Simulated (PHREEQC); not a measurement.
Model water analysis in mg/L, 25 °C, pH 7.12, pe 10:

| constituent | mg/L |
|---|---|
| Na | 23.8 |
| K | 13.4 |
| Ca | 7.89 |
| Mg | 0.85 |
| Cl | 32.6 |
| S(6) as SO4 | 8.08 |
| Alkalinity as HCO3 | 46.5 |
| Cu(2) | 0.443 |
| B | 0.0551 |
| N(5) as NO3 | 0.0957 |
| Br | 1.63 |
| O(0) (dissolved oxygen) | 0.791 |

Valence states are taken as typed.

Computed with PHREEQC (ion-association model, wateq4f.dat).

Each row changes one thing in this solution. Precipitation was switched off in this run.

| case | HCO3- (mol/kgw) | CO2 (mol/kgw) | SO4-2 (mol/kgw) | Cu(OH)2 (mol/kgw) | CuCO3 (mol/kgw) | CaSO4 (mol/kgw) | SI of Cu(OH)2 (Cu(OH)2) | SI of Tenorite (CuO) |
|---|---|---|---|---|---|---|---|---|
| as made | 0.000747 | 0.000121 | 8.11e-5 | 3.26e-6 | 2.12e-6 | 2.08e-6 | -0.45 | +0.57 |
| all concentrations times 3 at the same typed pH | 0.00224 | (withheld) | 0.000232 | (withheld) | (withheld) | 1.35e-5 | -0.20 | +0.82 |
| K from 13.4 to 40.2 mg/L | 0.000747 | 0.000121 | 8.09e-5 | 3.26e-6 | 2.11e-6 | 2.02e-6 | -0.45 | +0.57 |
| temperature from 25 to 5 °C at the same typed pH | 0.000749 | 0.000178 | 8.17e-5 | 3.73e-6 | 1.45e-6 | 1.75e-6 | -1.19 | -0.17 |
| pH from 7.12 to 6.62 at the same alkalinity | 0.000753 | 0.000386 | 8.11e-5 | 9.11e-7 | 1.89e-6 | 2.08e-6 | -1.00 | +0.02 |

Task: Fill in the missing entries.

Result: 
- all concentrations times 3 at the same typed pH, CO2 (mol/kgw): 0.000351
- all concentrations times 3 at the same typed pH, Cu(OH)2 (mol/kgw): 5.75e-6
- all concentrations times 3 at the same typed pH, CuCO3 (mol/kgw): 1.08e-5

Some of these states are supersaturated (in Malachite, Tenorite (slow to form), Brochantite, for instance). Constants without temperature data keep their 25 °C values here. The database's constant for dissolved Cu(OH)2 is higher than later reviews accept.
